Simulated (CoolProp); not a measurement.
Properties of ethylene at several states.

Model: reference Helmholtz-energy equation of state, Smukala 2000, in CoolProp.

```json
[
 {"T (K)": "445.4", "p (MPa)": "1.18", "phase": "gas", "density (kg/m³)": "9.091", "cv (kJ/(kg K))": "1.757", "Joule-Thomson coefficient (K/MPa)": "3.622", "isothermal compressibility (1/MPa)": "0.8618"},
 {"T (K)": "392.2", "p (MPa)": "0.258", "phase": "gas", "density (kg/m³)": "2.233", "cv (kJ/(kg K))": "(withheld)", "Joule-Thomson coefficient (K/MPa)": "5.067", "isothermal compressibility (1/MPa)": "3.899"},
 {"T (K)": "118.2", "p (MPa)": "0.0219", "phase": "liquid", "density (kg/m³)": "636.5", "cv (kJ/(kg K))": "1.561", "Joule-Thomson coefficient (K/MPa)": "-0.4925", "isothermal compressibility (1/MPa)": "(withheld)"},
 {"T (K)": "267.6", "p (MPa)": "0.0647", "phase": "gas", "density (kg/m³)": "0.8200", "cv (kJ/(kg K))": "1.135", "Joule-Thomson coefficient (K/MPa)": "(withheld)", "isothermal compressibility (1/MPa)": "15.54"},
 {"T (K)": "138", "p (MPa)": "2.3", "phase": "liquid", "density (kg/m³)": "612.2", "cv (kJ/(kg K))": "(withheld)", "Joule-Thomson coefficient (K/MPa)": "(withheld)", "isothermal compressibility (1/MPa)": "0.001108"},
 {"T (K)": "172.5", "p (MPa)": "1.02", "phase": "liquid", "density (kg/m³)": "564.1", "cv (kJ/(kg K))": "(withheld)", "Joule-Thomson coefficient (K/MPa)": "-0.4110", "isothermal compressibility (1/MPa)": "(withheld)"}
]
```

Problem. What belongs in the gaps?

Solution. 
- 392.2, cv (kJ/(kg K)): 1.567
- 118.2, isothermal compressibility (1/MPa): 0.0008734
- 267.6, Joule-Thomson coefficient (K/MPa): 13.30
- 138, cv (kJ/(kg K)): 1.476
- 138, Joule-Thomson coefficient (K/MPa): -0.4795
- 172.5, cv (kJ/(kg K)): 1.363
- 172.5, isothermal compressibility (1/MPa): 0.001884
